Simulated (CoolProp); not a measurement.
A single-stage vapour-compression cycle with the fluid: evaporating at 308.15 K (dew point), condensing at 350.15 K (bubble point), superheat 0 K, subcooling 2 K, compressor efficiency 0.65, no pressure losses. The same conditions are run with several fluids, on thermodynamics alone (safety and materials aside).

Computed with CoolProp (reference Helmholtz-energy equation of state of each fluid (R365MFC: Lemmon 2016; R227EA: Lemmon 2016; isobutene: Lemmon 2005; cyclopentane: Gedanitz 2015; n-pentane: Thol 2019; hydrogen sulfide: Lemmon 2006)).

| fluid | cooling COP | pressure ratio | discharge temperature (K) | refrigerating effect (kJ/kg) | volumetric capacity (kJ/m³) |
|---|---|---|---|---|---|
| R365MFC | 3.88 | 3.87 | 350.1 | (withheld) | 670 |
| R227EA | 2.92 | 2.85 | 350.1 | (withheld) | 2610 |
| isobutene | 3.79 | (withheld) | (withheld) | 244 | 2450 |
| cyclopentane | (withheld) | 3.76 | 366.5 | 321 | (withheld) |
| n-pentane | 3.96 | 3.49 | 350.1 | 260 | 747 |
| hydrogen sulfide | 3.38 | (withheld) | 405.3 | (withheld) | 12500 |

Task: Some entries are withheld; supply them.

Result: 
- R365MFC, refrigerating effect (kJ/kg): 133
- R227EA, refrigerating effect (kJ/kg): 53.4
- isobutene, pressure ratio: 2.81
- isobutene, discharge temperature (K): 356.5
- cyclopentane, cooling COP: 4.22
- cyclopentane, volumetric capacity (kJ/m³): 557
- hydrogen sulfide, pressure ratio: 2.35
- hydrogen sulfide, refrigerating effect (kJ/kg): 289

The compression ends wet for: R365MFC; R227EA; n-pentane.
